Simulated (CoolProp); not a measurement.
Values from CoolProp's reference Helmholtz-energy equation of state, Lemmon 2006. It is a short technical equation, of lower accuracy than the large ones.

Q: For isopentane, give the phase and the cp (kJ/(kg K)), isothermal compressibility (1/MPa) at 500 K and 8.45 MPa; 500 K and 21.1 MPa; 500 K and 33.8 MPa.

A: 
- 500 K and 8.45 MPa: supercritical; cp 3.59, isothermal compressibility 0.0524
- 500 K and 21.1 MPa: supercritical; cp 3.09, isothermal compressibility 0.00919
- 500 K and 33.8 MPa: supercritical; cp 3.01, isothermal compressibility 0.00501
